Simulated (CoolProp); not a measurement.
Saturated liquid density (kg/m³) of tetrahydrofuran: the reference equation beside estimates from Tc = 540.2 K, pc = 5.304 MPa, ω = 0.234. Rackett uses Z = 0.29056 − 0.08775 ω.

Values from CoolProp's reference Helmholtz-energy equation of state, Fiedler 2023.

```json
[
 {"T (K)": "339.4", "reference": "835.4", "Rackett": "846.0", "van der Waals": "514.6", "Redlich-Kwong": "754.8", "Soave-Redlich-Kwong": "777.4", "Peng-Robinson": "878.2"},
 {"T (K)": "357.2", "reference": "814.4", "Rackett": "824.4", "van der Waals": "501.9", "Redlich-Kwong": "732.7", "Soave-Redlich-Kwong": "756.9", "Peng-Robinson": "(withheld)"},
 {"T (K)": "375.1", "reference": "792.5", "Rackett": "801.8", "van der Waals": "488.4", "Redlich-Kwong": "708.9", "Soave-Redlich-Kwong": "(withheld)", "Peng-Robinson": "831.6"},
 {"T (K)": "393", "reference": "(withheld)", "Rackett": "778.0", "van der Waals": "474.1", "Redlich-Kwong": "683.4", "Soave-Redlich-Kwong": "710.1", "Peng-Robinson": "(withheld)"},
 {"T (K)": "410.9", "reference": "745.8", "Rackett": "752.9", "van der Waals": "458.7", "Redlich-Kwong": "655.9", "Soave-Redlich-Kwong": "683.4", "Peng-Robinson": "775.1"},
 {"T (K)": "428.7", "reference": "720.5", "Rackett": "726.2", "van der Waals": "442.3", "Redlich-Kwong": "626.2", "Soave-Redlich-Kwong": "654.1", "Peng-Robinson": "742.3"},
 {"T (K)": "446.6", "reference": "693.1", "Rackett": "697.3", "van der Waals": "424.2", "Redlich-Kwong": "593.7", "Soave-Redlich-Kwong": "621.3", "Peng-Robinson": "705.2"},
 {"T (K)": "464.5", "reference": "663.1", "Rackett": "665.5", "van der Waals": "404.2", "Redlich-Kwong": "557.6", "Soave-Redlich-Kwong": "584.4", "Peng-Robinson": "663.0"}
]
```

What belongs in the gaps?


- 357.2, Peng-Robinson: 856.0
- 375.1, Soave-Redlich-Kwong: 734.5
- 393, reference: 769.7
- 393, Peng-Robinson: 804.7

Absolute difference from the reference over all 8 rows, mean and median: Rackett 0.9 and 1.0 %, van der Waals 38.6 and 38.5 %, Redlich-Kwong 12.1 and 11.6 %, Soave-Redlich-Kwong 8.6 and 8.1 %, Peng-Robinson 3.6 and 4.2 %.
